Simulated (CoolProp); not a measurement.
The fluid at 422.24 K and 16.3 MPa flows at 0.21 m/s in a round tube of 10 mm bore and 45 µm roughness, fully developed (64/Re and Nu = 3.66 if laminar; Colebrook and Gnielinski if turbulent). The same conditions are run with several fluids, on thermodynamics alone (safety and materials aside).

The numbers come from the reference Helmholtz-energy equation of state of each fluid (R245fa: Akasaka 2015; R141b: Lemmon 2006; n-octane: Beckmüller 2019; ethylbenzene: Zhou 2012; ethanol: Schroeder 2014) in CoolProp.

**Question.** Rank R245fa, R141b, n-octane, ethylbenzene, ethanol by Reynolds number, highest first.

**Answer.** R245fa (14300), R141b (13200), ethanol (6830), ethylbenzene (6520), n-octane (6240)

```
fluid         Darcy friction factor  pressure drop (Pa/m)  heat-transfer coefficient (W/(m² K))  mass flow (kg/h)
------------  ---------------------  --------------------  ------------------------------------  ----------------
R245fa                       0.0352                  82.3                                   685              63.0
R141b                        0.0355                  81.0                                   604              61.4
n-octane                     0.0403                  55.0                                   510              36.8
ethylbenzene                 0.0399                  67.9                                   538              45.8
ethanol                      0.0396                  59.6                                   806              40.6
```

Transport values come from each fluid's own correlations; those of R245fa, R141b, ethylbenzene are estimates that may be off by 10 % or more.
